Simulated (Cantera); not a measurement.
Mixture: 21.0 % H2, 15.9 % O2, 59.9 % N2, 3.15 % H2O, equivalence ratio 0.66, at 110000 Pa, adiabatic and at constant pressure. Ignition delay is the time to a rise of 400 K.

Detailed kinetics in Cantera: GRI-Mech 3.0 (53 species, 325 reactions). Where the delays flatten at high temperature, the 400 K rule measures the pace of heat release, not the induction time.

**Question.** Predict: delay at 1350 K; delay at 1425 K; delay at 1500 K; delay at 1575 K; delay at 1650 K.

**Answer.** 
```json
{
  "delay at 1350 K": "25.6 µs",
  "delay at 1425 K": "21.3 µs",
  "delay at 1500 K": "18.9 µs",
  "delay at 1575 K": "17.6 µs",
  "delay at 1650 K": "17.2 µs"
}
```
